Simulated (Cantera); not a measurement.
Cantera with NASA thermochemical tables; ideal gases at 1 bar, condensed phases pure. Values are per mole of reaction as written; species without (g) are pure solids or liquids, kept so even where they would boil at 1 bar.

a) 0.8 Ta + O2(g) → 0.4 Ta2O5
b) 2 Ti + O2(g) → 2 TiO(g)
c) 4 Li + O2(g) → 2 Li2O
d) 1.333 Ti + O2(g) → 0.6667 Ti2O3
e) 2 Pb + O2(g) → 2 PbO(g)
f) Zr + O2(g) → ZrO2(g)

Problem. Order these by ΔG° at 1775 K, most negative first.

Solution. c (-725 kJ), d (-696 kJ), a (-516 kJ), f (-324 kJ), b (-212 kJ), e (-67 kJ)
